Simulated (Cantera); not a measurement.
Input: 1 mol Si2H6, 0.6 mol Cl2, a varied amount of N2, equilibrated at 550 °C and 13.3 mbar.

These are equilibrium values from Cantera (NASA tables, ideal gas, pure condensed phases), not measurements of a reactor. Candidate condensed phases: NH4Cl, Si, Si3N4; 28 gas species. The feed counts by its element totals alone. N2 is the only nitrogen source here; it is nearly inert below about 1500 K, so the nitride shown seldom forms there in practice. Equilibrium is a limit: real reactors are often held back by kinetics, nucleation or transport.

log p: log10 of the partial pressure in bar; n: condensed amount in mol.

```csv
n(N2) (mol),log p N2,log p H2,log p HCl,log p SiCl4,n Si3N4(s)
10,-2.03,-2.58,-2.89,…,0.665
23,-1.94,-2.90,-3.20,…,0.666
37,-1.92,-3.09,-3.39,…,0.666
50,-1.91,-3.21,-3.52,…,0.666
63,-1.90,-3.31,-3.61,…,0.666
77,-1.90,-3.39,-3.70,…,0.666
90,-1.89,-3.46,-3.76,…,0.666
100,-1.89,-3.50,-3.81,…,0.666
```

Problem. What belongs in the gaps?

Solution. 
- 10, log p SiCl4: -5.20
- 23, log p SiCl4: -5.86
- 37, log p SiCl4: -6.25
- 50, log p SiCl4: -6.50
- 63, log p SiCl4: -6.70
- 77, log p SiCl4: -6.87
- 90, log p SiCl4: -7.00
- 100, log p SiCl4: -7.09
